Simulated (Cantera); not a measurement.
A closed system holds: 1 mol Ti, 0.14 mol O2, 110 mol H2, equilibrated at 2123.15 K and 61.0 Pa.

These are equilibrium values from Cantera (NASA tables, ideal gas, pure condensed phases), not measurements of a reactor. Candidate condensed phases: H2O, Ti, TiO, TiO2, Ti2O3, Ti3O5, Ti4O7; 12 gas species. The numbers say what is thermodynamically allowed, not how fast it happens.

Base state: H2 0.857, H 0.135, Ti 0.00606, TiO 0.00234, H2O 1.26e-5 (mole fractions); condensed: gas only.

What changes in the equilibrium state with this change: temperature from 2123.15 K to 1275 K?


```csv
species,before,after
H2,0.857,1.000
H,0.135,2.98e-5
Ti,0.00606,2.60e-9
TiO,0.00234,<1e-9
H2O,1.26e-5,<1e-9
"Ti(β), mol",0,0.720
"TiO(s), mol",0,0.280
```
Mutual solubility and eutectic melting of coexisting phases are not modelled. TiO: taken at fixed stoichiometry. Condensed phases not in the tables: N, O or C dissolved in the metal.

What changes in the equilibrium state with this change: O2 from 0.14 to 4.2 mol?


```csv
species,before,after
H2,0.857,0.811
H,0.135,0.131
H2O,1.26e-5,0.0551
Ti,0.00606,2.23e-7
TiO2,1.75e-6,0.00137
O,2.74e-8,0.000126
OH,2.46e-7,0.00110
"Ti4O7(l), mol",0,0.198
```
Condensed phases not in the tables: Magnéli phases beyond Ti4O7.
